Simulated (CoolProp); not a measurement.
Values from CoolProp's reference Helmholtz-energy equation of state, Setzmann 1991.

Problem. Give the vapour pressure (kPa), liquid cp (kJ/(kg K)), liquid viscosity (µPa s) of saturated methane at 124.4, 166, 179.8 K.

Solution. 
```tsv
T (K)	p (kPa)	liquid cp (kJ/(kg K))	liquid viscosity (µPa s)
124.4	258	3.59	90.1
166	2010	4.82	42.9
179.8	3260	7.21	31.3
```

Viscosity comes from a separate model (Quiñones-Cisneros 2006).
